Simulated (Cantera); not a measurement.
Standard-state values (1 bar) from the NASA 1993 polynomials, evaluated with Cantera. Values are per mole of reaction as written; species without (g) are pure solids or liquids, kept so even where they would boil at 1 bar.

2 HF(g) + Pb(g) → 2 H(g) + PbF2, with ΔH° = 109.0 kJ and ΔS° = -180.3 J/K at 300 K.

### Question
How far is the shortcut ΔG° ≈ ΔH°(300 K) − T·ΔS°(300 K) from the full temperature-dependent value at 423, 523, 623, 723, 823, 923, 1023, 1123, 1223 K?

### Answer
| T (K) | shortcut (kJ) | full (kJ) | difference (kJ) | difference in log10 K | condensed phases |
|---|---|---|---|---|---|
| 423 | 185.3 | 184.5 | 0.8 | -0.10 | PbF2(s) |
| 523 | 203.3 | 200.8 | 2.5 | -0.25 | PbF2(s) |
| 623 | 221.3 | 216.2 | 5.2 | -0.43 | PbF2(s) |
| 723 | 239.4 | 230.2 | 9.2 | -0.66 | PbF2(s) |
| 823 | 257.4 | 242.9 | 14.5 | -0.92 | PbF2(s) |
| 923 | 275.4 | 254.8 | 20.6 | -1.17 | PbF2(s) |
| 1023 | 293.5 | 266.1 | 27.4 | -1.40 | PbF2(s) |
| 1123 | 311.5 | 276.7 | 34.8 | -1.62 | PbF2(l) |
| 1223 | 329.5 | 285.7 | 43.8 | -1.87 | PbF2(l) |
The shortcut ignores heat capacities and the phase changes listed.
